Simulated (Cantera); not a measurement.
An adiabatic, constant-volume homogeneous reactor starts with 6.93 % CH3OH, 19.6 % O2, 73.5 % N2, equivalence ratio 0.53, at 1675 K and 1.00 bar.

Cantera simulation using GRI-Mech 3.0 (53 species, 325 reactions); the numbers are that mechanism's predictions, not measurements. GRI-Mech 3.0 was tuned for natural gas; its chemistry of methanol as a main component is partial and can be far from experiment.

**Question.** Predict: time of steepest temperature rise; temperature at 0.200 s; equilibrium temperature; x(O2) at 0.200 s; x(CO) at 0.200 s; x(H) at 0.200 s; x(N2O) at 0.200 s; x(CO2) at 0.200 s; x(HO2) at 0.200 s.

**Answer.** 
```json
{
 "time_of_steepest_temperature_rise": "63.9 µs",
 "temperature at 0.200 s": "2707 K",
 "equilibrium_temperature": "2707 K",
 "x(O2) at 0.200 s": "0.0793 (gas-phase equilibrium 0.0793)",
 "x(CO) at 0.200 s": "0.0142 (gas-phase equilibrium 0.0142)",
 "x(H) at 0.200 s": "0.00310 (gas-phase equilibrium 0.00310)",
 "x(N2O) at 0.200 s": "1.26e-6 (gas-phase equilibrium 1.26e-6)",
 "x(CO2) at 0.200 s": "0.0514 (gas-phase equilibrium 0.0514)",
 "x(HO2) at 0.200 s": "1.39e-5 (gas-phase equilibrium 1.39e-5)"
}
```
